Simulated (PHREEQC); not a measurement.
**Leach liquor**

A solution holds 0.16 mol/kgw HCl, 0.044 mol/kgw NiSO4 and 0.45 mol/kgw Na2SO4, at 20 °C. Closed to the air; pH follows from the charge balance.

The numbers come from PHREEQC with the ion-association model, wateq4f.dat.

Each row changes one thing in this solution. No solid was allowed to form.

```csv
case,pH,ionic strength (mol/kgw),SO4-2 (mol/kgw),HSO4- (mol/kgw),NiSO4 (mol/kgw),Ni+2 (mol/kgw),SI of Morenosite (NiSO4:7H2O),SI of Ni(OH)2 (Ni(OH)2)
as made,1.56,1.06,0.211,0.123,0.0276,0.0142,-1.40,-9.54
HCl from 0.16 to 1.6 mol/kgw,0.07,2.10,0.0314,0.441,0.00231,0.00480,-2.52,-12.57
HCl from 0.16 to 0.32 mol/kgw,1.15,1.10,0.150,0.225,?,0.0160,-1.51,-10.31
Na2SO4 left out,0.99,0.246,0.00895,0.0306,0.00450,0.0347,-2.22,-10.43
NiSO4 from 0.044 to 0.0484 mol/kgw,1.56,1.06,0.212,0.123,0.0304,0.0155,-1.36,-9.50
HCl replaced by CaCl2 at the same molality,6.51,1.25,0.238,1.50e-6,0.0274,0.0118,-1.40,+0.34
diluted 100-fold with water,2.94,?,0.00441,0.000311,0.000103,0.000336,-3.86,-8.24
```

Problem. Some entries are withheld; supply them.

Solution. 
- HCl from 0.16 to 0.32 mol/kgw, NiSO4 (mol/kgw): 0.0223
- diluted 100-fold with water, ionic strength (mol/kgw): 0.0156

The ionic strength passes 0.7 mol/kgw, the rough limit of the ion-association models, in as made; HCl from 0.16 to 1.6 mol/kgw; HCl from 0.16 to 0.32 mol/kgw; NiSO4 from 0.044 to 0.0484 mol/kgw; HCl replaced by CaCl2 at the same molality. Complexes and solids missing from the database can't appear. Some of these states are supersaturated (in Gypsum, Ni(OH)2, for instance).
